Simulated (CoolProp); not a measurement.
trans-2-butene at several states: Z from the reference equation and from simpler models built on Tc = 155.5 °C, pc = 4.019 MPa, ω = 0.210; each cubic takes its own stable root.

Computed with CoolProp (reference Helmholtz-energy equation of state, Lemmon 2005). It is a short technical equation, of lower accuracy than the large ones.

| T (°C) | p (MPa) | phase | reference | van der Waals | Redlich-Kwong | Soave-Redlich-Kwong | Peng-Robinson |
|---|---|---|---|---|---|---|---|
| 31.65 | 0.0148 | gas | 0.9960 | 0.9976 | 0.9967 | 0.9965 | 0.9963 |
| 194.85 | 1.61 | gas | 0.8887 | 0.8957 | 0.8876 | [?] | 0.8793 |
| 192.55 | 0.0241 | gas | 0.9984 | 0.9985 | 0.9984 | 0.9985 | 0.9982 |
| -96.75 | 0.0221 | liquid | 0.001161 | [?] | [?] | 0.001296 | 0.001155 |
| 34.35 | 0.43 | liquid | [?] | 0.9258 | 0.8996 | 0.01776 | 0.01568 |

### Question
Complete the blanks.

### Answer

- 194.85, Soave-Redlich-Kwong: 0.8926
- -96.75, van der Waals: 0.9878
- -96.75, Redlich-Kwong: 0.001306
- 34.35, reference: 0.01606

At some of these states van der Waals, Redlich-Kwong gives the other phase, because its saturation line lies elsewhere.
